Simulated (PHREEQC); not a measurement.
Consider water at 20 °C with 1.4 mmol/kgw Pb(NO3)2. Closed to the air; pH follows from the charge balance.

Computed with PHREEQC (ion-association model, phreeqc.dat).

No solid was allowed to form.

What pH does the model give?

pH 5.34.

In which forms is Pb present?

Pb+2 97 %, PbNO3+ 3.0 % of the Pb.

Complexes and solids missing from the database can't appear.
